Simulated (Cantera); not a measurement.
Input: 1 mol C₂H₆, a varied amount of H₂O, 4.6 mol N₂, at 2727 °C and 57800 Torr.

These are equilibrium values from Cantera (NASA tables, ideal gas, pure condensed phases), not measurements of a reactor. Candidate condensed phases: C, C₆H₆, C₇H₈, C₈H₁₈, H₂O; 136 gas species. The ideal-gas law is rough above about 30 bar. The numbers say what is thermodynamically allowed, not how fast it happens.

x: gas mole fraction; n: condensed amount in mol.

```tsv
n(H₂O) (mol)	x N₂	x H₂	x CO	x HCN	x C₂H₂ (acetylene)	x HNC	x H	n C(graphite)
0.16	0.529	0.320	0.0201	0.0823	0.0199	0.0155	0.0102	0.702
0.33	0.506	0.325	0.0398	0.0810	0.0202	0.0153	0.0103	0.491
0.5	0.484	0.329	(withheld)	0.0798	0.0205	0.0151	0.0103	(withheld)
0.67	0.465	0.333	0.0746	0.0787	0.0207	0.0148	0.0104	0.0703
0.83	0.451	0.343	0.0892	0.0720	0.0179	0.0136	0.0105	0
1	0.440	0.357	0.104	0.0619	0.0135	0.0117	0.0107	0
1.2	0.428	0.372	0.119	0.0500	0.00910	0.00944	0.0110	0
1.3	0.422	0.379	0.127	0.0441	0.00716	0.00832	0.0111	0
1.5	0.413	0.392	(withheld)	(withheld)	(withheld)	(withheld)	0.0113	0
1.7	0.404	0.405	0.154	0.0199	0.00153	0.00376	0.0115	0
1.8	0.400	0.411	0.160	0.0137	0.000726	0.00258	0.0115	0
2	0.394	0.420	0.169	0.00185	1.35e-5	0.000348	0.0117	0
```

**Question.** What belongs in the gaps?

**Answer.** 
- 1.5, x CO: 0.141
- 1.5, x HCN: 0.0322
- 1.5, x C₂H₂ (acetylene): 0.00390
- 1.5, x HNC: 0.00607
- 0.5, x CO: 0.0579
- 0.5, n C(graphite): 0.281
